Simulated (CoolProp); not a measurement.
A single-stage vapour-compression cycle with sulfur dioxide: evaporating at 259.15 K (dew point), condensing at 304.15 K (bubble point), superheat 8 K, subcooling 2 K, compressor efficiency 0.9, no pressure losses. Each further row changes one setting.

Model: reference Helmholtz-energy equation of state, Gao 2016, in CoolProp.

| case | cooling COP | pressure ratio | discharge temperature (K) | refrigerating effect (kJ/kg) | volumetric capacity (kJ/m³) |
|---|---|---|---|---|---|
| as stated | 4.33 | 5.65 | 392.9 | 339 | 845 |
| evaporating temperature 264.15 K | 5.07 | 4.50 | 381.1 | 341 | 1050 |
| condensing temperature 299.15 K | 4.97 | 4.80 | 379.7 | 346 | 862 |
| subcooling 7 K | 4.42 | 5.65 | 392.9 | 346 | 862 |
| superheat 18 K | 4.25 | 5.65 | 406.2 | 345 | 827 |
| compressor efficiency 0.8 | 3.85 | 5.65 | 406.7 | 339 | 845 |
